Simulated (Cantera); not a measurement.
A closed system holds: 1 mol Fe(CO)₅, 0.13 mol O₂, 7.4 mol H₂, held at 101000 Pa.

Points: T (K) = 1050, 1075, 1100, 1125, 1150, 1175, 1200, 1225, 1250, 1275, 1300, 1325, 1350, 1375.

Cantera's Mixture.equilibrate('TP', solver="vcs", rtol=1e-11, max_steps=5000) on the NASA tables stopped like this:

```
ERROR: FAILURE its = 5001!

*******************************************************************************
CanteraError thrown by MultiPhase::equilibrate:
VCS solver failed. Return code: -1
*******************************************************************************
```

Q: What got this run through?

A: This is not unique; one that fits is The failure is numerical, not chemical. The same input converged with solver="gibbs", rtol=1e-10, max_steps=50000, and the result passed a check of the equilibrium conditions:
```
log10 of partial pressures in bar; condensed amounts in mol
       T/K        H2        CO       H2O       CO2       CH4         H     C(gr)     Fe(a)     Fe(c)
      1050    -0.246    -0.441    -1.428    -1.552    -1.735    -8.214    0.2818         1         0
      1075    -0.243    -0.420    -1.562    -1.707    -1.832    -7.955    0.1208         1         0
      1100    -0.240    -0.406    -1.695    -1.866    -1.926    -7.708  0.002134         1         0
      1125    -0.236    -0.403    -1.740    -1.948    -2.103    -7.471         0         1         0
      1150    -0.234    -0.400    -1.772    -2.014    -2.289    -7.244         0         1         0
      1175    -0.232    -0.399    -1.793    -2.066    -2.480    -7.028         0         1         0
      1200    -0.231    -0.398    -1.805    -2.109    -2.673    -6.820         0         0         1
      1225    -0.231    -0.397    -1.810    -2.143    -2.866    -6.622         0         0         1
      1250    -0.230    -0.396    -1.812    -2.172    -3.056    -6.431         0         0         1
      1275    -0.230    -0.396    -1.810    -2.197    -3.242    -6.247         0         0         1
      1300    -0.230    -0.395    -1.807    -2.219    -3.423    -6.071         0         0         1
      1325    -0.230    -0.395    -1.803    -2.238    -3.598    -5.901         0         0         1
      1350    -0.230    -0.395    -1.799    -2.257    -3.767    -5.738         0         0         1
      1375    -0.230    -0.394    -1.795    -2.274    -3.931    -5.580         0         0         1
```

The gas is ideal and each condensed phase is pure. Condensed phases not in the tables: cementite and carbon dissolved in iron.
